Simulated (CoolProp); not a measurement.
Values from CoolProp's reference Helmholtz-energy equation of state, Gao 2022.

Task: For n-perfluorobutane, give the phase and the cp (kJ/(kg K)), cv (kJ/(kg K)), speed of sound (m/s), expansivity (1/kK) at -103.35 °C and 0.178 MPa; -76.65 °C and 0.0187 MPa; 35.05 °C and 0.375 MPa.

Result: 
- -103.35 °C and 0.178 MPa: liquid; cp 1.00, cv 0.728, speed of sound 785, expansivity 1.89
- -76.65 °C and 0.0187 MPa: liquid; cp 1.02, cv 0.762, speed of sound 704, expansivity 1.89
- 35.05 °C and 0.375 MPa: liquid; cp 1.16, cv 0.893, speed of sound 368, expansivity 2.92
